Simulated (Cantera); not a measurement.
# Hydrocarbon pyrolysis for carbon deposition

An isothermal, constant-pressure homogeneous reactor starts with C₂H₆ : N₂ : H₂O = 1 : 2.5 : 0.019 (molar parts), at 1225 K and 1330 Pa.

Computed with Cantera and GRI-Mech 3.0 (53 species, 325 reactions). GRI-Mech 3.0 stops at C3 and has no aromatics, soot or wall deposition, so with more carbon than oxygen in the feed, carbon stays in small species such as C2H2 where larger ones or solid carbon would form. Radical loss at walls, strong at low pressure, is not modelled.

| t (s) | x C₂H₆ | x HCN | x C₂H | x H₂ | x C₂H₄ | x CH₄ |
|---|---|---|---|---|---|---|
| 8.00e-6 | 0.284 | <1e-12 | <1e-12 | 9.73e-11 | 4.82e-11 | 4.09e-9 |
| 3.05e-5 | 0.284 | <1e-12 | <1e-12 | 2.02e-9 | 2.48e-9 | 5.92e-8 |
| 0.000117 | 0.284 | <1e-12 | <1e-12 | 1.14e-7 | 1.32e-7 | 8.45e-7 |
| 0.000445 | 0.284 | <1e-12 | <1e-12 | 6.53e-6 | 6.81e-6 | 1.14e-5 |
| 0.00170 | 0.283 | <1e-12 | <1e-12 | 0.000287 | 0.000294 | 0.000126 |
| 0.00648 | 0.275 | 4.33e-11 | 3.51e-12 | 0.00545 | 0.00582 | 0.00123 |
| 0.0247 | 0.229 | 1.96e-10 | 4.94e-11 | 0.0347 | 0.0376 | 0.00900 |
| 0.0943 | 0.107 | 3.25e-10 | 2.46e-10 | 0.111 | 0.115 | 0.0348 |
| 0.360 | 0.00756 | 3.94e-10 | 5.92e-10 | 0.186 | 0.152 | 0.0614 |
| 1.37 | 0.000284 | 3.89e-10 | 2.27e-10 | 0.213 | 0.125 | 0.0613 |
| 5.24 | 3.34e-5 | 3.81e-10 | 1.09e-10 | 0.231 | 0.0986 | 0.0600 |
| 20.0 | 1.86e-5 | 3.66e-10 | 1.34e-10 | 0.261 | 0.0559 | 0.0578 |
x: mole fraction; the columns are a selection and need not sum to one.

Equilibrium at this temperature and pressure: C₂H₆ 2.24e-6, HCN 0.0843, C₂H 1.35e-10, H₂ 0.331, C₂H₄ 0.00448, CH₄ 0.0287 (gas phase only).
